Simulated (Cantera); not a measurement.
Feed: 1 mol Si, 0.17 mol N₂O, 410 mol H₂.

Cantera equilibrium calculation (NASA polynomials, part measured and part estimated; ideal gas, pure solids and liquids). Candidate condensed phases: H₂O, Si, SiO₂, Si₂N₂O, Si₃N₄; 35 gas species. Mutual solubility and eutectic melting of coexisting phases are not modelled. The numbers say what is thermodynamically allowed, not how fast it happens.

Stable condensed phases, one row left out:

```
T in K \ P in Pa
            0.10    0.50     2.5      13      63     320    1600    7900   40000  200000 1000000
   2123        A       A       A       A       A       A       A       A       B       B       B
   2098        A       A       A       A       A       A       A       A       B       B       B
   2073        A       A       A       A       A       A       A       B       B       B       B
   2048        A       A       A       A       A       A       A       B       B       B       B
   2023        A       A       A       A       A       A       A       B       B       B       B
   1998        A       A       A       A       A       A       A       B       B       B       B
   1948        A       A       A       A       A       A       B       B       B       B       B
   1923        A       A       A       A       A       A       B       B       B       B       B
   1898        A       A       A       A       A       A       B       B       B       B       B
   1873        A       A       A       A       A       A       B       B       B       B       B
   1848        A       A       A       A       A       A       B       B       B       B       C
   1823        A       A       A       A       A       B       B       B       B       B       C
   1798        A       A       A       A       A       B       B       B       B       B       C
```

A: gas only; B: Si; C: Si + Si₂N₂O.

Task: Give the row for 1973 K.

Result: 0.10: gas only; 0.50: gas only; 2.5: gas only; 13: gas only; 63: gas only; 320: gas only; 1600: gas only; 7900: Si; 40000: Si; 200000: Si; 1000000: Si.
